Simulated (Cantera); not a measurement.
Cantera run, input and output.

```python
import numpy as np
import cantera as ct

gas = ct.Solution("gri30.yaml")
gas.TPX = 1423, 420000, {'CH3OH': 0.012, 'O2': 0.0034, 'N2': 1}
inlet = ct.Reservoir(gas, clone=True)

reactor = ct.IdealGasConstPressureReactor(gas, energy="off", clone=False)
exhaust = ct.Reservoir(gas, clone=True)
tau = [4.4, 1, 0.25, 0.058, 0.014, 0.0033, 0.00078][0]
for a, b in ((inlet, reactor), (reactor, exhaust)):
    ct.MassFlowController(a, b, mdot=lambda t: reactor.mass / tau)
net = ct.ReactorNet([reactor])
show = ['CH3OH', 'O2', 'CH2', 'CO2', 'H2O', 'O', 'H2']

rows = []
print(f"{'tau/s':>10s}{'T/K':>9s}" + "".join(f"{s:>11s}" for s in show))
for tau in [4.4, 1, 0.25, 0.058, 0.014, 0.0033, 0.00078]:
    net.initial_time = 0.0
    net.advance(30 * tau)
    before = gas.X
    net.advance(40 * tau)
    drift = np.max(np.abs(gas.X - before) / (gas.X + 1e-9))
    rows.append([gas.T, *gas[show].X, drift])
    print(f"{tau:10.3e}{gas.T:9.1f}" + "".join(f"{x:11.3e}" for x in gas[show].X))
```

Result:

```
     tau/s      T/K      CH3OH         O2        CH2        CO2        H2O          O         H2
 4.400e+00   1423.0  1.552e-06  1.178e-05  4.923e-11  1.282e-03  5.363e-03  6.991e-10  1.763e-02
 1.000e+00   1423.0  2.475e-06  1.864e-05  1.646e-10  1.226e-03  5.357e-03  3.098e-09  1.770e-02
 2.500e-01   1423.0  5.217e-06  3.870e-05  6.356e-10  1.121e-03  5.427e-03  1.225e-08  1.761e-02
 5.800e-02   1423.0  1.293e-05  9.203e-05  2.789e-09  9.290e-04  5.537e-03  5.051e-08  1.743e-02
 1.400e-02   1423.0  3.328e-05  2.146e-04  1.141e-08  6.947e-04  5.563e-03  1.860e-07  1.727e-02
 3.300e-03   1423.0  9.884e-05  4.937e-04  4.029e-08  4.805e-04  5.251e-03  5.727e-07  1.731e-02
 7.800e-04   1423.0  1.580e-03  1.479e-03  2.676e-08  3.677e-04  3.220e-03  2.166e-07  1.576e-02
```

Cantera simulation using GRI-Mech 3.0 (53 species, 325 reactions); the numbers are that mechanism's predictions, not measurements. GRI-Mech 3.0 was tuned for natural gas; its chemistry of methanol as a main component is partial and can be far from experiment.
